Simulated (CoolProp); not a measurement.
CHF3 (R23) at several states: density (kg/m³) from the reference equation and from simpler models built on Tc = 26.1 °C, pc = 4.832 MPa, ω = 0.263; each cubic takes its own stable root.

Model: reference Helmholtz-energy equation of state, Penoncello 2003, in CoolProp.

| T (°C) | p (MPa) | phase | reference | van der Waals | Redlich-Kwong | Peng-Robinson |
|---|---|---|---|---|---|---|
| -14.35 | 1.53 | gas | 65.11 | 58.84 | 61.51 | 63.73 |
| -52.65 | 21.8 | liquid | 1396 | 848.9 | 1182 | 1361 |
| 168.55 | 0.107 | gas | 2.044 | 2.045 | 2.045 | 2.044 |
| -80.45 | 9.49 | liquid | 1462 | 850.4 | 1222 | 1416 |
| -27.15 | 0.099 | gas | 3.440 | 3.422 | 3.431 | 3.437 |
| 170.05 | 22.2 | supercritical | 517.1 | 514.6 | 518.5 | 487.3 |
